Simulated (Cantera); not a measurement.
What does this Cantera script print?

```python
import numpy as np
import cantera as ct

gas = ct.Solution("h2o2.yaml")


def delay(T, t_max=10):
    gas.TPX = T, 1200000, {'H2': 1, 'O2': 0.312, 'N2': 2.06}
    reactor = ct.IdealGasConstPressureReactor(gas, clone=False)
    net = ct.ReactorNet([reactor])
    net.rtol, net.atol = 1e-8, 1e-16
    while net.time < t_max:
        t_old, T_old = net.time, reactor.T
        net.step()
        if reactor.T > T + 400:  # ignition: a rise of 400 K
            return t_old + (T + 400 - T_old) / (reactor.T - T_old) * (net.time - t_old)
    return np.nan


taus = []
for T in [1175, 1250, 1325, 1400, 1475, 1550, 1625, 1700, 1775, 1850]:
    taus.append(delay(T))
    print(f"T0 = {T:6g} K   tau = {taus[-1]:.4e} s")

# d ln(tau) / d ln(k), from doubling and halving each rate constant
T, sens = 1400, []
for i in range(gas.n_reactions):
    gas.set_multiplier(2.0, i)
    up = delay(T)
    gas.set_multiplier(0.5, i)
    down = delay(T)
    gas.set_multiplier(1.0, i)
    sens.append((np.log(up / down) / np.log(4.0), gas.reaction(i).equation))
sens.sort(key=lambda x: -abs(x[0]))
print(f"sensitivities at {T} K")
for s, eq in sens[:10]:
    print(f"{s:8.3f}  {eq}")
```

Result:

```
T0 =   1175 K   tau = 1.7154e-04 s
T0 =   1250 K   tau = 2.2532e-05 s
T0 =   1325 K   tau = 5.5293e-06 s
T0 =   1400 K   tau = 3.0117e-06 s
T0 =   1475 K   tau = 2.0392e-06 s
T0 =   1550 K   tau = 1.5252e-06 s
T0 =   1625 K   tau = 1.2125e-06 s
T0 =   1700 K   tau = 1.0079e-06 s
T0 =   1775 K   tau = 8.6910e-07 s
T0 =   1850 K   tau = 7.7390e-07 s
sensitivities at 1400 K
  -1.174  H + O2 <=> O + OH
   0.274  H + O2 + N2 <=> HO2 + N2
   0.221  H + O2 + M <=> HO2 + M
  -0.130  H2 + O <=> H + OH
  -0.075  H2 + OH <=> H + H2O
  -0.073  H + HO2 <=> 2 OH
   0.031  H + O2 + O2 <=> HO2 + O2
  -0.030  H + HO2 <=> H2 + O2
  -0.013  H + H2O2 <=> H2 + HO2
  -0.009  H + O2 + H2O <=> HO2 + H2O
```

Computed with Cantera and the H2/O2 subset of GRI-Mech 3.0, which has no nitrogen chemistry. The hydrogen kinetics of GRI-Mech 3.0 are dated; newer H2 mechanisms differ, most at raised pressure. The pressure lies above the range GRI-Mech 3.0 was tuned for (to about 10 atm). Where the delays flatten at high temperature, the 400 K rule measures the pace of heat release, not the induction time.
